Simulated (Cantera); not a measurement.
An isothermal, constant-pressure homogeneous reactor starts with NO : N2 = 1 : 3.3 (molar parts), at 1950 K and 0.0987 atm. Integrator tolerance rtol = 1e-08.

Cantera simulation using GRI-Mech 3.0 (53 species, 325 reactions); the numbers are that mechanism's predictions, not measurements.

```json
[
 {"quantity": "x(NO) at 5.00 s", "before": "0.157 (gas-phase equilibrium 0.00519)", "after": "0.0281 (gas-phase equilibrium 0.00193)"},
 {"quantity": "x(NO2) at 5.00 s", "before": "3.98e-5 (gas-phase equilibrium 2.26e-6)", "after": "1.38e-6 (gas-phase equilibrium 2.97e-7)"},
 {"quantity": "x(N2) at 5.00 s", "before": "0.805 (gas-phase equilibrium 0.881)", "after": "0.971 (gas-phase equilibrium 0.984)"},
 {"quantity": "x(N2O) at 5.00 s", "before": "9.68e-6 (gas-phase equilibrium 9.80e-8)", "after": "3.62e-7 (gas-phase equilibrium 3.86e-8)"},
 {"quantity": "x(O2) at 5.00 s", "before": "0.0377 (gas-phase equilibrium 0.113)", "after": "0.00106 (gas-phase equilibrium 0.0141)"},
 {"quantity": "x(O) at 5.00 s", "before": "0.000293 (gas-phase equilibrium 0.000484)", "after": "5.68e-5 (gas-phase equilibrium 0.000170)"}
]
```

What was changed between the two runs?
A) temperature 1950 to 2198 K
B) N2 3.3 to 12 parts
C) N2 3.3 to 32 parts
D) pressure from 0.0987 atm to 0.227 atm

C, N2 3.3 to 32 parts
